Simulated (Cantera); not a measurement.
**Ti + C₃H₈ + H₂ (titanium nitride, carbide and oxide coatings)**

Charge: 1 mol Ti, 0.21 mol C₃H₈, 290 mol H₂, at 1852 °C.

These are equilibrium values from Cantera (NASA tables, ideal gas, pure condensed phases), not measurements of a reactor. Candidate condensed phases: C, C₆H₆, C₇H₈, C₈H₁₈, Ti, TiC; 77 gas species. Mutual solubility and eutectic melting of coexisting phases are not modelled. TiC: taken at fixed stoichiometry. Condensed phases not in the tables: N, O or C dissolved in the metal. The numbers say what is thermodynamically allowed, not how fast it happens.

From 10.0 Pa to 1900 Pa the condensed part is TiC(s). From 7200 Pa to 100000 Pa the condensed part is Ti(l) + TiC(s). The main Ti-bearing gas is Ti throughout. The share of Ti in condensed phases is highest at 100000 Pa (98.6 %) and lowest at 10.0 Pa (62.6 %).

```csv
P (Pa),x H₂,x H,x Ti,x C₂H₂ (acetylene),x C,n TiC(s),n Ti(l)
10,0.696,0.303,0.00109,5.41e-6,2.61e-7,0.626,0
37,0.827,0.172,0.00116,4.12e-7,1.79e-8,0.630,0
140,0.906,0.0924,0.00121,2.90e-8,1.20e-9,0.630,0
520,0.950,0.0491,0.00124,2.11e-9,8.49e-11,0.630,0
1900,0.973,0.0260,0.00125,1.58e-10,6.29e-12,0.630,0
7200,0.986,0.0134,0.000646,4.20e-11,<1e-12,0.630,0.181
27000,0.993,0.00696,0.000172,4.23e-11,<1e-12,0.630,0.320
100000,0.996,0.00362,4.65e-5,4.25e-11,<1e-12,0.630,0.356
```
x: gas mole fraction; n: condensed amount in mol.
